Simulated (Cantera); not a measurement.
An adiabatic, constant-volume homogeneous reactor starts with CH4 : O2 : N2 = 1 : 3.7 : 13.9 (molar parts), equivalence ratio 0.54, at 1200 K and 1900000 Pa. Integrator tolerance rtol = 1e-08.

Cantera simulation using GRI-Mech 3.0 (53 species, 325 reactions); the numbers are that mechanism's predictions, not measurements. The pressure lies above the range GRI-Mech 3.0 was tuned for (to about 10 atm).

```json
[
 {"quantity": "time of steepest temperature rise", "before": "1.81 ms", "after": "60.0 ms"},
 {"quantity": "temperature at 2.00 s", "before": "2532 K", "after": "2370 K"},
 {"quantity": "equilibrium temperature", "before": "2532 K", "after": "2370 K"},
 {"quantity": "x(CH4) at 2.00 s", "before": "<1e-12 (gas-phase equilibrium <1e-12)", "after": "<1e-12 (gas-phase equilibrium <1e-12)"},
 {"quantity": "x(O2) at 2.00 s", "before": "0.0829 (gas-phase equilibrium 0.0829)", "after": "0.0851 (gas-phase equilibrium 0.0851)"},
 {"quantity": "x(NO2) at 2.00 s", "before": "5.07e-5 (gas-phase equilibrium 5.07e-5)", "after": "4.96e-5 (gas-phase equilibrium 4.96e-5)"},
 {"quantity": "x(HO2) at 2.00 s", "before": "1.98e-5 (gas-phase equilibrium 1.98e-5)", "after": "1.36e-5 (gas-phase equilibrium 1.36e-5)"},
 {"quantity": "x(H2O2) at 2.00 s", "before": "1.43e-6 (gas-phase equilibrium 1.43e-6)", "after": "1.10e-6 (gas-phase equilibrium 1.10e-6)"},
 {"quantity": "x(H) at 2.00 s", "before": "9.15e-5 (gas-phase equilibrium 9.15e-5)", "after": "2.61e-5 (gas-phase equilibrium 2.61e-5)"}
]
```

Question: Which change was made?
A. initial temperature 1200 to 975 K
B. initial temperature 1200 to 1725 K
C. pressure from 1900000 Pa to 88000 Pa
D. initial temperature 1200 to 1325 K

Answer: A, initial temperature 1200 to 975 K
